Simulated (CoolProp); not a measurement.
Vapour-liquid equilibrium of benzene (1) + p-xylene (2) at 0.113 MPa; x and y are mole fractions of (1).

Values from CoolProp's multi-fluid Helmholtz-energy mixture model, Thol 2012 and Zhou 2012; pair parameters Bell 2016.

Question: Give the bubble temperature and the first vapour's composition at x = 0.35, 0.55, 0.75. Is there an azeotrope?

Answer: x = 0.35: 111.5 °C, y = 0.724; x = 0.55: 100.3 °C, y = 0.867; x = 0.75: 91.8 °C, y = 0.944. No azeotrope shows between x = 0.05 and 0.95.

Pair parameters are fitted to limited data, so mixtures are less certain than the pure fluids.
